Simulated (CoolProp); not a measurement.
Vapour-liquid equilibrium of carbon dioxide (1) + isopentane (2) at 4.65 °C; x and y are mole fractions of (1).

Computed with CoolProp (multi-fluid Helmholtz-energy mixture model, Span 1996 and Lemmon 2006; pair parameters Kunz 2012).

Problem. Give the bubble pressure and the first vapour's composition at x = 0.15, 0.45, 0.65. Is there an azeotrope?

Solution. x = 0.15: 0.8162 MPa, y = 0.944; x = 0.45: 1.986 MPa, y = 0.975; x = 0.65: 2.525 MPa, y = 0.981. No azeotrope shows between x = 0.05 and 0.95.

Pair parameters are fitted to limited data, so mixtures are less certain than the pure fluids. The gap from Raoult's law changes sign with composition, which may be real or a fault of the pair parameters; it wasn't checked against measurements.
